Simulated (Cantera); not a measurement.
**Hydrogen reduction and annealing atmospheres: Ta₂O₅ + H₂ + H₂O**

Input: 1 mol Ta₂O₅, 200 mol H₂, 0.058 mol H₂O, held at 7.50 Torr.

Cantera equilibrium calculation (NASA polynomials, part measured and part estimated; ideal gas, pure solids and liquids). Candidate condensed phases: H₂O, Ta, Ta₂O₅; 12 gas species. Mutual solubility and eutectic melting of coexisting phases are not modelled. Condensed phases not in the tables: N, O or C dissolved in the metal. Equilibrium is a limit: real reactors are often held back by kinetics, nucleation or transport.

| T (K) | log p H₂ | log p H | log p H₂O | log p TaO₂ | log p TaO | log p OH | n Ta₂O₅(s) | n Ta(s) | n Ta₂O₅(l) |
|---|---|---|---|---|---|---|---|---|---|
| 1550 | -2.00 | -5.50 | -5.54 | -10.57 | -11.57 | -10.51 | 1.00 | 0 | 0 |
| 1600 | -2.00 | -5.26 | -5.54 | -9.87 | -10.72 | -10.21 | 1.000 | 0 | 0 |
| 1650 | -2.00 | -5.04 | -5.54 | -9.22 | -9.92 | -9.92 | 1.000 | 0 | 0 |
| 1700 | -2.00 | -4.83 | -5.42 | -8.66 | -9.36 | -9.53 | 0.996 | 0.00757 | 0 |
| 1750 | -2.00 | -4.63 | -5.29 | -8.15 | -8.85 | -9.15 | 0.991 | 0.0183 | 0 |
| 1800 | -2.00 | -4.45 | -5.16 | -7.66 | -8.37 | -8.79 | 0.984 | 0.0316 | 0 |
| 1850 | -2.00 | -4.27 | -5.05 | -7.21 | -7.92 | -8.45 | 0.975 | 0.0480 | 0 |
| 1900 | -2.00 | -4.10 | -4.94 | -6.78 | -7.49 | -8.13 | 0.964 | 0.0677 | 0 |
| 1950 | -2.01 | -3.94 | -4.84 | -6.37 | -7.08 | -7.82 | 0.950 | 0.0904 | 0 |
| 2000 | -2.01 | -3.79 | -4.75 | -5.98 | -6.70 | -7.53 | 0.930 | 0.115 | 0 |
| 2050 | -2.01 | -3.65 | -4.66 | -5.61 | -6.33 | -7.26 | 0.900 | 0.140 | 0 |
| 2100 | -2.01 | -3.51 | -4.58 | -5.29 | -5.99 | -7.01 | 0 | 0.156 | 0.859 |
| 2150 | -2.02 | -3.39 | -4.52 | -4.98 | -5.68 | -6.77 | 0 | 0.156 | 0.793 |
| 2200 | -2.03 | -3.26 | -4.46 | -4.69 | -5.37 | -6.55 | 0 | 0.128 | 0.683 |
log p: log10 of the partial pressure in bar; n: condensed amount in mol.

From 1550 K to 1650 K the condensed part is Ta₂O₅(s). From 1700 K to 2050 K the condensed part is Ta(s) + Ta₂O₅(s). From 2100 K to 2200 K the condensed part is Ta(s) + Ta₂O₅(l).
